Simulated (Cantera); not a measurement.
An adiabatic, constant-pressure homogeneous reactor starts with H2 : O2 : N2 : H2O = 1 : 0.526 : 1.98 : 0.36 (molar parts), equivalence ratio 0.95, at 1125 K and 3.00 bar. Integrator tolerance rtol = 1e-08.

Model: the H2/O2 subset of GRI-Mech 3.0, which has no nitrogen chemistry, integrated in Cantera. The hydrogen kinetics of GRI-Mech 3.0 are dated; newer H2 mechanisms differ, most at raised pressure.

```
quantity                                                            before                                    after
---------------------------------  ---------------------------------------  ---------------------------------------
time of steepest temperature rise                                 0.500 ms                                 0.493 ms
temperature at 4.00 s                                               2655 K                                   2862 K
equilibrium temperature                                             2655 K                                   2862 K
x(H2) at 4.00 s                      0.0215 (gas-phase equilibrium 0.0215)    0.0291 (gas-phase equilibrium 0.0291)
x(O2) at 4.00 s                      0.0141 (gas-phase equilibrium 0.0141)    0.0161 (gas-phase equilibrium 0.0161)
x(H2O) at 4.00 s                       0.364 (gas-phase equilibrium 0.364)      0.349 (gas-phase equilibrium 0.349)
x(O) at 4.00 s                     0.00205 (gas-phase equilibrium 0.00205)  0.00337 (gas-phase equilibrium 0.00337)
x(H2O2) at 4.00 s                  7.22e-7 (gas-phase equilibrium 7.22e-7)  1.61e-6 (gas-phase equilibrium 1.61e-6)
x(H) at 4.00 s                     0.00407 (gas-phase equilibrium 0.00407)  0.00666 (gas-phase equilibrium 0.00666)
x(HO2) at 4.00 s                   6.91e-6 (gas-phase equilibrium 6.91e-6)  1.43e-5 (gas-phase equilibrium 1.43e-5)
```

**Question.** Name the change that produced these shifts.
(A) constant volume in place of constant pressure
(B) N2 1.98 to 4 parts
(C) initial temperature 1125 to 973 K
(D) initial temperature 1125 to 950 K

**Answer.** A, constant volume in place of constant pressure
